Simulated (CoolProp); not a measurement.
Propane at 293.15 K and 0.494 MPa flows at 1.8 m/s in a round tube of 4.6 mm bore and 1.5 µm roughness, fully developed (64/Re and Nu = 3.66 if laminar; Colebrook and Gnielinski if turbulent). Each further row changes one setting.

Values from CoolProp's reference Helmholtz-energy equation of state, Lemmon 2009.

| case | Reynolds number | Darcy friction factor | pressure drop (Pa/m) | heat-transfer coefficient (W/(m² K)) | mass flow (kg/h) |
|---|---|---|---|---|---|
| as stated | ? | 0.0313 | ? | ? | ? |
| velocity 3.6 m/s | 20300 | 0.0265 | ? | 221 | ? |
| diameter 9.2 mm | 20300 | ? | ? | 109 | 4.23 |

**Question.** Complete the blanks.

**Answer.** 
- as stated, Reynolds number: 10100
- as stated, pressure drop (Pa/m): 108
- as stated, heat-transfer coefficient (W/(m² K)): 125
- as stated, mass flow (kg/h): 1.06
- velocity 3.6 m/s, pressure drop (Pa/m): 366
- velocity 3.6 m/s, mass flow (kg/h): 2.11
- diameter 9.2 mm, Darcy friction factor: 0.0262
- diameter 9.2 mm, pressure drop (Pa/m): 45.2

Viscosity comes from a separate model (Vogel 1998). Thermal conductivity comes from a separate model (Marsh 2002).
